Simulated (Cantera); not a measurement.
An adiabatic, constant-pressure homogeneous reactor starts with 6.68 % CH4, 3.07 % H2, 8.75 % O2, 81.5 % N2, equivalence ratio 1.7, at 1375 K and 1.00 bar.

Computed with Cantera and GRI-Mech 3.0 (53 species, 325 reactions).

One state of this run: T (K) = 2116; x CH4 = 6.69e-12; x H2 = 0.0666; x O2 = 2.32e-6; x NO = 8.50e-5; x C2H6 = <1e-12; x H2O2 = 5.74e-10; x H2O = 0.0895. x: mole fraction; the columns are a selection and need not sum to one.

Q: Which value of t (s) does it belong to?
A) 0.000330
B) 0.0182
C) 1.00
D) 0.00667

A: D, 0.00667
